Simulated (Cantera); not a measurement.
## Ignition delay

Mixture: 12.1 % CH4, 2.06 % H2, 18.0 % O2, 67.8 % N2, at 1.38 atm, adiabatic and at constant pressure. Ignition delay is the time to a rise of 400 K.

Detailed kinetics in Cantera: GRI-Mech 3.0 (53 species, 325 reactions). Below about 1000 K GRI-Mech 3.0 lacks low-temperature oxidation paths. Below about 950 K walls govern HO2 and H2O2 in real vessels.

```json
[
 {"T0 (K)": "925", "delay (ms)": "210"},
 {"T0 (K)": "1000", "delay (ms)": "67.7"},
 {"T0 (K)": "1075", "delay (ms)": "31.7"},
 {"T0 (K)": "1150", "delay (ms)": "15.0"},
 {"T0 (K)": "1225", "delay (ms)": "7.00"},
 {"T0 (K)": "1300", "delay (ms)": "3.28"},
 {"T0 (K)": "1375", "delay (ms)": "1.57"},
 {"T0 (K)": "1450", "delay (ms)": "0.782"},
 {"T0 (K)": "1525", "delay (ms)": "0.411"}
]
```

```yaml
apparent activation energy between 1375 and 1525 K: 160 kJ/mol
```
